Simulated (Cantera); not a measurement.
## Thermodynamics of boron, boron nitride and boron oxide, feed borazine + O2 + N2

Feed: 1 mol borazine, a varied amount of O2, 3.8 mol N2, held at 10.0 mbar.

Cantera equilibrium calculation (NASA polynomials, part measured and part estimated; ideal gas, pure solids and liquids). Candidate condensed phases: B, BN, B2O3, B3O3H3, H2O; 39 gas species. The feed counts by its element totals alone. Mutual solubility and eutectic melting of coexisting phases are not modelled. Kinetics and transport are ignored.

Question: Map the stable condensed phases over T = 925, 1025, 1125, 1225, 1325, 1425, 1525, 1625, 1725, 1825, 1925 K and n(O2) in mol = 0.18, 0.25, 0.34, 0.47, 0.65, 0.89, 1.2, 1.7, 2.3.

Answer: 
```
T in K \ n(O2) in mol
         0.18 0.25 0.34 0.47 0.65 0.89  1.2  1.7  2.3
   1925     A    A    A    A    A    A    A    B    B
   1825     A    A    A    A    A    A    A    A    B
   1725     A    A    A    A    A    A    A    A    B
   1625     A    A    A    C    C    C    C    C    D
   1525     C    C    C    C    C    C    C    C    D
   1425     C    C    C    C    C    C    C    C    D
   1325     C    C    C    C    C    C    C    C    D
   1225     C    C    C    C    C    C    C    C    D
   1125     C    C    C    C    C    C    C    C    D
   1025     C    C    C    C    C    C    C    C    D
    925     C    C    C    C    C    C    C    C    D
```
A: BN; B: gas only; C: BN + B2O3; D: B2O3.
